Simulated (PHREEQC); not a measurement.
Consider water at 25 °C with 0.012 mol/kgw KH2PO4, 0.0002 mol/kgw Na2SO4 and 0.00014 mol/kgw KCl. Closed to the air; pH follows from the charge balance.

Equilibrium calculation in PHREEQC: ion-association model, wateq4f.dat.

```json
[
 {"quantity": "pH", "before": "4.70", "after": "5.29"},
 {"quantity": "ionic strength (mol/kgw)", "before": "0.0128", "after": "0.0131"},
 {"quantity": "HPO4-2 (mol/kgw)", "before": "5.23e-5", "after": "0.000201"},
 {"quantity": "H3PO4 (mol/kgw)", "before": "3.10e-5", "after": "7.94e-6"},
 {"quantity": "KHPO4- (mol/kgw)", "before": "7.86e-7", "after": "3.00e-6"}
]
```

Q: Name the change that produced these shifts.
A. 0.00019 mol/kgw NH3 added
B. KCl from 0.00014 to 0.000126 mol/kgw
C. KCl left out
D. temperature from 25 to 70 °C
E. Na2SO4 left out

A: A, 0.00019 mol/kgw NH3 added

No solid was allowed to form. H3PO4, which wateq4f.dat lacks, is added to it with the constant of phreeqc.dat.
